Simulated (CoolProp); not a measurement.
Saturation properties of dodecamethylpentasiloxane (MD3M).

Values from CoolProp's reference Helmholtz-energy equation of state, Thol 2019.

```
T (°C)  p (kPa)  liquid density (kg/m³)  vapour density (kg/m³)  enthalpy of vaporisation (kJ/kg)  liquid cp (kJ/(kg K))  surface tension (mN/m)
------  -------  ----------------------  ----------------------  --------------------------------  ---------------------  ----------------------
186.95    33.45                   705.4                   3.538                             125.5                  2.063                    7.61
200.05    48.24                   690.4                       …                             121.1                      …                    6.88
213.25    67.98                   674.7                       …                             116.5                  2.121                    6.15
226.45    93.59                   658.4                   9.655                             111.7                  2.151                    5.44
239.65    126.2                   641.3                   13.04                             106.6                  2.182                    4.75
252.85    167.1                       …                   17.38                             101.3                  2.216                    4.08
266.05    217.6                   604.1                   22.95                             95.51                  2.252                    3.43
279.25    279.2                   583.3                   30.11                             89.26                  2.293                    2.81
292.45    353.6                   560.6                   39.42                             82.35                  2.340                    2.21
```

Question: Fill in the missing entries.

Answer: 
- 200.05, vapour density (kg/m³): 5.039
- 200.05, liquid cp (kJ/(kg K)): 2.091
- 213.25, vapour density (kg/m³): 7.041
- 252.85, liquid density (kg/m³): 623.3

It boils at 229.9 °C under 1 atm.

Surface tension comes from a separate correlation (Mulero 2014), older than this fluid's equation and unchecked against measurements.
